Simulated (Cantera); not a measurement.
# Reactions in the system Cl-Li-O

Cantera with NASA thermochemical tables; ideal gases at 1 bar, condensed phases pure. Values are per mole of reaction as written; species without (g) are pure solids or liquids, kept so even where they would boil at 1 bar.

Cl₂(g) + Li₂O ⇌ 2 LiCl + O(g)

```tsv
T (K)	ΔH° (kJ)	ΔS° (J/K)	ΔG° (kJ)	log10 K	condensed phases
1023	88.2	93.5	-7.5	0.38	Li₂O(s), LiCl(l)
1123	90.4	95.6	-16.9	0.79	Li₂O(s), LiCl(l)
1223	92.1	97.1	-26.6	1.14	Li₂O(s), LiCl(l)
1323	93.5	98.1	-36.3	1.43	Li₂O(s), LiCl(l)
1423	94.4	98.8	-46.2	1.70	Li₂O(s), LiCl(l)
1523	95.0	99.2	-56.1	1.92	Li₂O(s), LiCl(l)
1623	95.3	99.4	-66.0	2.13	Li₂O(s), LiCl(l)
1723	95.3	99.4	-76.0	2.30	Li₂O(s), LiCl(l)
1823	95.0	99.2	-85.9	2.46	Li₂O(s), LiCl(l)
1923	35.7	67.1	-93.3	2.53	Li₂O(l), LiCl(l)
```

4 LiCl(g) + O₂(g) ⇌ 2 Cl₂(g) + 2 Li₂O

```
T (K)  ΔH° (kJ)  ΔS° (J/K)  ΔG° (kJ)  log10 K  condensed phases
-----  --------  ---------  --------  -------  ----------------
1023     -381.4     -485.5     115.2    -5.88           Li₂O(s)
1123     -374.8     -479.3     163.5    -7.60           Li₂O(s)
1223     -367.8     -473.3     211.1    -9.02           Li₂O(s)
1323     -360.4     -467.6     258.1   -10.19           Li₂O(s)
1423     -352.8     -462.0     304.6   -11.18           Li₂O(s)
1523     -344.9     -456.6     350.5   -12.02           Li₂O(s)
1623     -336.8     -451.5     395.9   -12.74           Li₂O(s)
1723     -328.6     -446.5     440.8   -13.36           Li₂O(s)
1823     -320.1     -441.8     485.2   -13.90           Li₂O(s)
1923     -194.4     -373.6     524.1   -14.24           Li₂O(l)
```
